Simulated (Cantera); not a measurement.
Thermodynamics of oxide etching and cleaning by halides, feed MgO + HF + O₂

A closed system holds: 1 mol MgO, 25 mol HF, 0.52 mol O₂, at 923 K and 10.0 mbar.

These are equilibrium values from Cantera (NASA tables, ideal gas, pure condensed phases), not measurements of a reactor. Candidate condensed phases: H₂O, Mg, MgF₂, MgO, Mg(OH)₂; 31 gas species. Rates play no part.

```json
{
  "x(HF)": "0.938",
  "x(H₂O)": "0.0408",
  "x(O₂)": "0.0212",
  "n(MgF₂(s))": "1.00 mol",
  "gas_amount": "24.52 mol",
  "log10 activity of Mg(s) (absent)": "-31.70",
  "log10 activity of Mg(l) (absent)": "-31.70"
}
```
